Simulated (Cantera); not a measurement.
Input: 1 mol Pb, 2.1 mol H₂, held at 5.50 mbar.

Method: chemical equilibrium by Gibbs-energy minimisation in Cantera with the NASA 1993 tables (ideal gas, pure condensed phases). Candidate condensed phases: Pb; 4 gas species. The numbers say what is thermodynamically allowed, not how fast it happens.

Problem. Which condensed phases are stable at each of these points (T (K)): 598, 698, 798, 898, 998, 1098, 1198, 1298?

Solution. 
| T (K) | condensed phases | Pb condensed (%) |
|---|---|---|
| 598 | Pb(s) | 100.0 |
| 698 | Pb(l) | 100.0 |
| 798 | Pb(l) | 100.0 |
| 898 | Pb(l) | 100.0 |
| 998 | Pb(l) | 99.4 |
| 1098 | Pb(l) | 95.4 |
| 1198 | Pb(l) | 73.1 |
| 1298 | gas only | 0.0 |

At 598 K the condensed part is Pb(s). From 698 K to 1198 K the condensed part is Pb(l). At 1298 K nothing is condensed.
